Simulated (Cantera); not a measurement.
An isothermal, constant-pressure homogeneous reactor starts with CH₄ : N₂ = 1 : 150 (molar parts), at 1850 K and 280 Pa.

Model: GRI-Mech 3.0 (53 species, 325 reactions), integrated in Cantera. GRI-Mech 3.0 stops at C3 and has no aromatics, soot or wall deposition, so with more carbon than oxygen in the feed, carbon stays in small species such as C2H2 where larger ones or solid carbon would form. Radical loss at walls, strong at low pressure, is not modelled.

**Question.** Predict: x(CH₄) at 30.0 s; x(HCN) at 30.0 s; x(H₂) at 30.0 s; x(C₂H₂) at 30.0 s.

**Answer.** 
```json
{
 "x(CH₄) at 30.0 s": "1.84e-7 (gas-phase equilibrium 1.03e-9)",
 "x(HCN) at 30.0 s": "9.76e-5 (gas-phase equilibrium 0.00636)",
 "x(H₂) at 30.0 s": "0.00974 (gas-phase equilibrium 0.00937)",
 "x(C₂H₂) at 30.0 s": "0.00324 (gas-phase equilibrium 0.000102)"
}
```
